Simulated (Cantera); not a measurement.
A perfectly stirred reactor is fed with 34.2 % CH₄, 61.6 % H₂O, 4.11 % H₂, at 218 Torr; it is held at 1650 K, and followed from long to short residence time.

Computed with Cantera and GRI-Mech 3.0 (53 species, 325 reactions).

x: mole fraction; the columns are a selection and need not sum to one.

| τ (s) | x CH₄ | x H₂O | x H₂ | x C₂H₄ | x C₂H₆ | x HO₂ | x CO |
|---|---|---|---|---|---|---|---|
| 1.2 | 0.0493 | 0.349 | 0.462 | 0.000715 | ___ | <1e-12 | 0.0666 |
| 0.55 | 0.0675 | 0.403 | 0.407 | 0.000894 | ___ | <1e-12 | 0.0417 |
| 0.25 | 0.0932 | 0.452 | 0.350 | 0.00114 | ___ | <1e-12 | 0.0232 |
| 0.12 | 0.125 | 0.492 | 0.296 | 0.00155 | ___ | <1e-12 | 0.0124 |
| 0.053 | 0.170 | 0.528 | 0.235 | 0.00238 | ___ | <1e-12 | 0.00577 |
| 0.024 | 0.217 | 0.557 | 0.177 | 0.00361 | ___ | <1e-12 | 0.00258 |
| 0.011 | 0.261 | 0.580 | 0.127 | 0.00488 | ___ | <1e-12 | 0.00108 |
| 0.0051 | 0.296 | 0.598 | 0.0875 | 0.00529 | 0.000777 | <1e-12 | 0.000431 |
| 0.0023 | 0.320 | 0.609 | 0.0610 | 0.00398 | 0.000805 | <1e-12 | 0.000146 |

### Question
Some entries are withheld; supply them.

### Answer

- 1.2, x C₂H₆: 1.65e-5
- 0.55, x C₂H₆: 3.30e-5
- 0.25, x C₂H₆: 6.61e-5
- 0.12, x C₂H₆: 0.000123
- 0.053, x C₂H₆: 0.000235
- 0.024, x C₂H₆: 0.000400
- 0.011, x C₂H₆: 0.000604
